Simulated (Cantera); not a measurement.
What does this Cantera script print?

```python
import numpy as np
import cantera as ct

gas = ct.Solution("h2o2.yaml")
gas.TPX = 1400, 110, {'H2': 0.44, 'O2': 1}
reactor = ct.IdealGasConstPressureReactor(gas, energy="off", clone=False)
net = ct.ReactorNet([reactor])
net.rtol, net.atol = 1e-08, 1e-18
show = ['H2', 'O2', 'H2O2', 'O', 'OH']
times = np.geomspace(3e-05, 40, 11)

steps = ct.SolutionArray(gas, extra=["t"])
rows = []
print(f"{'t/s':>10s}{'T/K':>9s}{'P/Pa':>11s}" + "".join(f"{s:>11s}" for s in show))
for t in times:
    while net.time < t:
        t_next = net.step()
        steps.append(gas.state, t=t_next)
    rows.append([np.interp(t, steps.t, y) for y in (steps.T, steps.P, *steps(*show).X.T)])
    print(f"{t:10.3e}{rows[-1][0]:9.1f}{rows[-1][1]:11.4g}" + "".join(f"{x:11.3e}" for x in rows[-1][2:]))
rate = np.gradient(steps.T, steps.t)
print("integrator steps:", len(steps.t))
if steps.T.max() > steps.T[0] + 200:
    print(f"time of steepest temperature rise: {steps.t[rate.argmax()]:.4e} s")
gas.TPX = 1400, 110, {'H2': 0.44, 'O2': 1}
gas.equilibrate("TP")
print(f"equilibrium (TP): T = {gas.T:.1f} K  " + "  ".join(f"{s} {gas[s].X[0]:.3e}" for s in show))
```

Output:

```
       t/s      T/K       P/Pa         H2         O2       H2O2          O         OH
 3.000e-05   1400.0        110  3.056e-01  6.944e-01  1.716e-12  5.112e-10  4.973e-10
 1.229e-04   1400.0        110  3.056e-01  6.944e-01  2.867e-11  7.328e-09  6.652e-09
 5.036e-04   1400.0        110  3.056e-01  6.944e-01  4.745e-10  9.771e-08  7.863e-08
 2.063e-03   1400.0        110  3.055e-01  6.944e-01  7.505e-09  8.136e-06  6.306e-06
 8.455e-03   1400.0        110  2.325e-02  5.238e-01  2.558e-08  1.032e-01  2.321e-02
 3.464e-02   1400.0        110  2.118e-02  5.223e-01  2.457e-08  1.056e-01  2.249e-02
 1.419e-01   1400.0        110  2.072e-02  5.269e-01  2.527e-08  1.016e-01  2.235e-02
 5.815e-01   1400.0        110  1.868e-02  5.445e-01  2.787e-08  8.609e-02  2.157e-02
 2.383e+00   1400.0        110  1.024e-02  5.943e-01  3.170e-08  4.107e-02  1.668e-02
 9.763e+00   1400.0        110  1.066e-03  6.338e-01  1.475e-08  3.986e-03  5.558e-03
 4.000e+01   1400.0        110  6.620e-05  6.386e-01  3.282e-09  2.460e-04  1.390e-03
integrator steps: 1265
equilibrium (TP): T = 1400.0 K  H2 6.182e-06  O2 6.392e-01  H2O2 1.069e-09  O 2.296e-05  OH 4.252e-04
```

Detailed kinetics in Cantera: the H2/O2 subset of GRI-Mech 3.0, which has no nitrogen chemistry. Radical loss at walls, strong at low pressure, is not modelled. The temperature is held fixed by assumption; the heat of reaction is taken as removed at once.
